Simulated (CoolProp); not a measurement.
Properties of n-pentane along the isobar 101 kPa.

Model: reference Helmholtz-energy equation of state, Thol 2019, in CoolProp.

```
T (K)   phase  cv (kJ/(kg K))  speed of sound (m/s)  isothermal compressibility (1/MPa)  conductivity (mW/(m K))
-----  ------  --------------  --------------------  ----------------------------------  -----------------------
266.8  liquid           1.625                  1159                            0.001535                      124
281.3  liquid           1.672                  1088                            0.001778                      118
295.9  liquid           1.722                  1016                            0.002080                      113
310.4     gas           1.620                 188.5                               10.37                     15.7
325       gas           1.682                 193.7                               10.29                     17.2
339.5     gas           1.744                 198.7                               10.23                     18.8
354.1     gas           1.807                 203.4                               10.19                     20.4
368.6     gas           1.869                 208.0                               10.15                     22.1
383.2     gas           1.933                 212.4                               10.11                     23.9
397.7     gas           1.995                 216.7                               10.09                     25.7
```

Thermal conductivity comes from a separate model (Vassiliou 2015).
